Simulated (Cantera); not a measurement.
Input: 1 mol SiH2Cl2, 18 mol H2, equilibrated at 1098 K and 750 Torr.

Equilibrium computed with Cantera from the NASA thermochemical tables; the gas is ideal and each condensed phase is pure. Candidate condensed phases: Si; 19 gas species. The tables' values for SiCl3 are old estimates; treat these amounts as uncertain. Rates play no part.

Base state: H2 0.959, HCl 0.0149, SiCl4 0.0121, SiHCl3 0.0113, SiH2Cl2 0.00127, SiCl3 0.000633, SiCl2 0.000467, SiH3Cl 3.79e-5 (mole fractions); condensed: Si(s).

### Question
What changes in the equilibrium state with this change: SiH2Cl2 replaced by Si3H8?

### Answer
| species | before | after |
|---|---|---|
| H2 | 0.959 | 1.000 |
| HCl | 0.0149 | 0 |
| SiCl4 | 0.0121 | 0 |
| SiHCl3 | 0.0113 | 0 |
| SiH2Cl2 | 0.00127 | 0 |
| SiCl3 | 0.000633 | 0 |
| Si(s), mol | 0.497 | 3.00 |
The feed counts by its element totals alone.

### Question
What changes in the equilibrium state with this change: SiH2Cl2 replaced by SiCl4?

### Answer
```json
[
 {"species": "H2", "before": "0.959", "after": "0.924"},
 {"species": "SiCl4", "before": "0.0121", "after": "0.0314"},
 {"species": "HCl", "before": "0.0149", "after": "0.0230"},
 {"species": "SiHCl3", "before": "0.0113", "after": "0.0184"},
 {"species": "SiCl3", "before": "0.000633", "after": "0.00104"},
 {"species": "SiH3Cl", "before": "3.79e-5", "after": "2.38e-5"},
 {"species": "SiCl2", "before": "0.000467", "after": "0.000488"},
 {"species": "SiH2Cl2", "before": "0.00127", "after": "0.00128"},
 {"species": "Si(s), mol", "before": "0.497", "after": "0"}
]
```

### Question
What changes in the equilibrium state with this change: H2 from 18 to 3.1 mol?

### Answer
```csv
species,before,after
H2,0.959,0.862
SiCl4,0.0121,0.0699
SiHCl3,0.0113,0.0401
HCl,0.0149,0.0219
SiCl3,0.000633,0.00237
SiCl2,0.000467,0.00112
SiH2Cl2,0.00127,0.00276
"Si(s), mol",0.497,0.467
```
